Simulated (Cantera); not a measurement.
# Premixed flame

A freely propagating, adiabatic, planar premixed flame of H2 : O2 : N2 : H2O = 1 : 0.192 : 0.846 : 0.0089 (molar parts), equivalence ratio 2.6, unburnt at 448 K and 140000 Pa; mixture-averaged transport, grid criteria slope 0.08 and curve 0.16, no radiation.

Detailed kinetics in Cantera: the H2/O2 subset of GRI-Mech 3.0, which has no nitrogen chemistry. Burning velocities carry a grid error of a few per cent, more on coarse grids.

| z (mm) | T (K) | u (m/s) | x H2 | x O2 | x O | x OH | x HO2 | x H2O |
|---|---|---|---|---|---|---|---|---|
| -0.829 | 448 | 4.31 | 0.489 | 0.0938 | <1e-8 | <1e-8 | <1e-8 | 0.00435 |
| -0.553 | 448 | 4.31 | 0.489 | 0.0938 | <1e-8 | <1e-8 | <1e-8 | 0.00435 |
| -0.414 | 448 | 4.31 | 0.489 | 0.0938 | <1e-8 | <1e-8 | 1.38e-8 | 0.00435 |
| -0.276 | 448 | 4.32 | 0.488 | 0.0938 | 1.18e-8 | <1e-8 | 4.90e-7 | 0.00435 |
| -0.138 | 492 | 4.68 | 0.481 | 0.0942 | 7.25e-6 | 4.63e-5 | 0.000294 | 0.00589 |
| -0.0691 | 745 | 6.91 | 0.451 | 0.0872 | 0.000141 | 0.000478 | 0.000242 | 0.0275 |
| 0 | 1095 | 9.92 | 0.393 | 0.0634 | 0.000890 | 0.000744 | 9.87e-5 | 0.0818 |
| 0.0691 | 1345 | 12.1 | 0.334 | 0.0277 | 0.00132 | 0.00128 | 3.77e-5 | 0.151 |
| 0.138 | 1469 | 13.2 | 0.306 | 0.00802 | 0.000675 | 0.00126 | 1.05e-5 | 0.189 |
| 0.276 | 1569 | 14.0 | 0.301 | 0.000653 | 0.000196 | 0.00119 | 7.99e-7 | 0.204 |
| 0.553 | 1655 | 14.7 | 0.307 | 4.52e-5 | 0.000112 | 0.00114 | 6.27e-8 | 0.207 |
| 1.11 | 1733 | 15.3 | 0.314 | 1.90e-5 | 6.33e-5 | 0.000965 | 3.01e-8 | 0.208 |
| 2.21 | 1795 | 15.8 | 0.320 | 8.68e-6 | 2.93e-5 | 0.000716 | 1.52e-8 | 0.210 |
x: mole fraction of selected species; z is measured from the peak of heat release.

| Property | Result |
|---|---|
| laminar burning velocity | 431 cm/s |
| thermal thickness | 0.276 mm |
| peak x(O) | 0.00137 |
| peak x(OH) | 0.00131 |
| peak x(HO2) | 0.000400 |
| grid points | 124 |
